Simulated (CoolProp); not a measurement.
Computed with CoolProp (reference Helmholtz-energy equation of state, de Reuck 1990).

For fluorine, give the phase and the cv (kJ/(kg K)), speed of sound (m/s) at -96.25 °C and 0.741 MPa.


- -96.25 °C and 0.741 MPa: gas; cv 0.566, speed of sound 230
